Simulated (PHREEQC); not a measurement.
0.09 g of hydrous ferric oxide (600 m²/g; 0.2 weak and 0.005 strong sites per Fe, Dzombak-Morel constants, diffuse double layer) in 1 kg of water with 0.005 mol/kgw of an inert sodium salt and 3.6e-07 mol/kgw MgCl2, at 25 °C; the pH is set by adding NaOH or the inert anion's acid. Oxygen alone is held at its pressure in air (log pO2 = -0.68). No CO2 enters from the air. No solid was allowed to form.

Base run: PHREEQC, ion-association model, wateq4f.dat. Each further column changes one thing. The table gives surface charge σ (C/m²).

```csv
pH,base,background salt from 0.005 to 0.0005 mol/kgw,oxide from 0.09 to 0.45 g/kgw,6.9e-05 mol/kgw BaCl2 added
4,0.183,0.097,0.184,0.184
4.75,0.109,0.049,0.110,0.111
5.12,0.082,0.034,0.083,0.083
5.88,0.042,0.016,0.042,0.043
6.25,0.029,0.010,0.029,0.030
7,0.013,0.004,0.013,0.013
7.75,0.003,0.001,0.003,0.004
8.12,0.000,0.000,0.000,0.001
8.88,-0.008,-0.003,-0.008,-0.007
9.25,-0.013,-0.004,-0.013,-0.011
10,-0.030,-0.012,-0.031,-0.019
```
